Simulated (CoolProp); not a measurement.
A simple Rankine cycle with R365MFC: condensing at 326.15 K, boiler at 2.25 MPa, turbine inlet 499 K, turbine efficiency 0.65, pump efficiency 0.6, no recuperator. Each further row changes one setting.

Values from CoolProp's reference Helmholtz-energy equation of state, Lemmon 2016.

| case | thermal efficiency (%) | net work (kJ/kg) | heat in (kJ/kg) | turbine exit temperature (K) | volume ratio over the turbine |
|---|---|---|---|---|---|
| as stated | 10.5 | 38.4 | 367 | (withheld) | (withheld) |
| condensing temperature 318.15 K | 11.2 | 42.5 | 378 | (withheld) | 21.0 |
| boiler pressure 1.57 MPa | 9.4 | 35.1 | 375 | 460.8 | 10.6 |
| turbine efficiency 0.55 | 8.7 | 32.0 | 367 | 457.0 | (withheld) |

**Question.** What belongs in the gaps?

**Answer.** 
- as stated, turbine exit temperature (K): 451.9
- as stated, volume ratio over the turbine: 16.1
- condensing temperature 318.15 K, turbine exit temperature (K): 448.3
- turbine efficiency 0.55, volume ratio over the turbine: 16.3
